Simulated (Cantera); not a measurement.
Input: 1 mol SiCl4, 33 mol NH3, 29 mol N2, at 1848 K and 743 Torr.

Equilibrium computed with Cantera from the NASA thermochemical tables; the gas is ideal and each condensed phase is pure. Candidate condensed phases: NH4Cl, Si, Si3N4; 28 gas species. The tables' values for SiCl3 are old estimates; treat these amounts as uncertain. The numbers say what is thermodynamically allowed, not how fast it happens.

Base state: H2 0.494, N2 0.466, HCl 0.0392, SiCl2 0.00107, H 0.000374, SiCl3 2.45e-5, Cl 2.26e-5 (mole fractions); condensed: Si3N4(s).

Problem. What changes in the equilibrium state with this change: N2 from 29 to 1.3 mol?

Solution. 
```
species          before     after
-------------  --------  --------
H2                0.494     0.693
N2                0.466     0.251
HCl              0.0392    0.0536
SiCl2           0.00107   0.00216
SiCl3           2.45e-5   5.68e-5
H              0.000374  0.000444
Cl              2.26e-5   2.61e-5
Si3N4(s), mol     0.298     0.282
```

Problem. What changes in the equilibrium state with this change: temperature from 1848 K to 898.15 K?

Solution. 
```tsv
species	before	after
H2	0.494	0.493
N2	0.466	0.465
HCl	0.0392	0.0415
SiCl2	0.00107	<1e-9
SiCl3	2.45e-5	1.85e-9
H	0.000374	<1e-9
Cl	2.26e-5	<1e-9
NH3	6.20e-6	0.000287
Si3N4(s), mol	0.298	0.333
```

Problem. What changes in the equilibrium state with this change: pressure from 743 Torr to 15.0 Torr?

Solution. 
```json
[
 {"species": "H2", "before": "0.494", "after": "0.493"},
 {"species": "N2", "before": "0.466", "after": "0.468"},
 {"species": "HCl", "before": "0.0392", "after": "0.0302"},
 {"species": "SiCl2", "before": "0.00107", "after": "0.00535"},
 {"species": "Si2N", "before": "3.57e-8", "after": "1.79e-5"},
 {"species": "Si", "before": "7.53e-7", "after": "0.000314"},
 {"species": "SiN", "before": "1.97e-7", "after": "1.17e-5"},
 {"species": "SiH", "before": "5.24e-7", "after": "3.10e-5"},
 {"species": "SiCl", "before": "2.74e-6", "after": "0.000125"},
 {"species": "Si3N4(s), mol", "before": "0.298", "after": "0"},
 {"species": "Si(l), mol", "before": "0", "after": "0.426"}
]
```
The tables' values for SiCl, SiCl3, SiN are old estimates; treat these amounts as uncertain. Gases not in the tables: Si2H6 and higher silanes.
